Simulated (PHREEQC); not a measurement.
A solution holds 0.018 mol/kgw ZnSO4, 0.00043 mol/kgw ZnCl2, 0.0012 mol/kgw HCl and 0.00065 mol/kgw NaCl, at 25 °C. Closed to the air; pH follows from the charge balance.

Equilibrium calculation in PHREEQC: ion-association model, phreeqc.dat.

```json
[
 {"quantity": "pH", "before": "3.16", "after": "5.68"},
 {"quantity": "ionic strength (mol/kgw)", "before": "0.0474", "after": "0.0464"},
 {"quantity": "Zn+2 (mol/kgw)", "before": "0.0117", "after": "0.0115"},
 {"quantity": "SO4-2 (mol/kgw)", "before": "0.0103", "after": "0.0106"},
 {"quantity": "ZnSO4 (mol/kgw)", "before": "0.00618", "after": "0.00631"},
 {"quantity": "Zn(SO4)2-2 (mol/kgw)", "before": "0.000533", "after": "0.000556"},
 {"quantity": "SI of Zn(OH)2(e) (Zn(OH)2)", "before": "-7.44", "after": "-2.40"}
]
```

Question: Name the change that produced these shifts.
A. diluted 100-fold with water
B. diluted 10-fold with water
C. HCl from 0.0012 to 0.00108 mol/kgw
D. HCl left out
E. NaCl replaced by CuCl2 at the same molality

Answer: D, HCl left out

Precipitation was switched off in this run.
